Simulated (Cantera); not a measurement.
A closed system holds: 1 mol SiO2, 480 mol H2, 3.9 mol H2O, equilibrated at 100000 Pa.

Equilibrium computed with Cantera from the NASA thermochemical tables; the gas is ideal and each condensed phase is pure. Candidate condensed phases: H2O, Si, SiO2; 18 gas species. The tables hold silica as quartz up to 1696 K and as liquid above; real silica turns to tridymite and cristobalite and melts near 1996 K. Equilibrium is a limit: real reactors are often held back by kinetics, nucleation or transport.

Q: At 1823 K, list the 4 most abundant gas species with their mole fractions, and the condensed phases.

A: H2 0.991, H2O 0.00845, H 0.000431, SiO 0.000400. Condensed: SiO2(condensed).
